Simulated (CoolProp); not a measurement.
Computed with CoolProp (reference Helmholtz-energy equation of state, Thol 2016).

Problem. Give the vapour pressure (bar), enthalpy of vaporisation (kJ/kg), liquid cp (kJ/(kg K)), vapour Z of saturated hexamethyldisiloxane (MM) at 358.6, 376.8 K.

Solution. 
| T (K) | p (bar) | enthalpy of vaporisation (kJ/kg) | liquid cp (kJ/(kg K)) | vapour Z |
|---|---|---|---|---|
| 358.6 | 0.640 | 200 | 2.07 | 0.954 |
| 376.8 | 1.11 | 191 | 2.13 | 0.932 |
